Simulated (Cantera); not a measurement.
An isothermal plug-flow reactor at 875 K and 29000 Pa (inlet), inlet velocity 1 m/s, active area per volume 900 1/m; feed 0.743 % CH₄, 1.49 % O₂, 97.8 % N₂, equivalence ratio 1.0.

Model: Deutschmann's 1995 Pt surface mechanism with GRI-Mech 3.0 gas chemistry, integrated in Cantera. Catalytic surfaces can have several steady states; this one follows from the mechanism file's or the stated starting coverage. Mass transfer to the wall is taken as infinitely fast.

Task: Predict: x(CH₄) at z = 0.0035 m; x(O₂) at z = 0.0035 m; x(H₂O) at z = 0.0035 m; x(CO₂) at z = 0.0035 m; x(CO) at z = 0.0035 m; θ(free Pt) at the exit; θ(O*) at the exit; θ(OH*) at the exit.

Result: 
| Quantity | Value |
|---|---|
| x(CH₄) at z = 0.0035 m | 0.00566 |
| x(O₂) at z = 0.0035 m | 0.0113 |
| x(H₂O) at z = 0.0035 m | 0.00352 |
| x(CO₂) at z = 0.0035 m | 0.00176 |
| x(CO) at z = 0.0035 m | 2.19e-6 |
| θ(free Pt) at the exit | 0.230 |
| θ(O*) at the exit | 0.769 |
| θ(OH*) at the exit | 0.00100 |
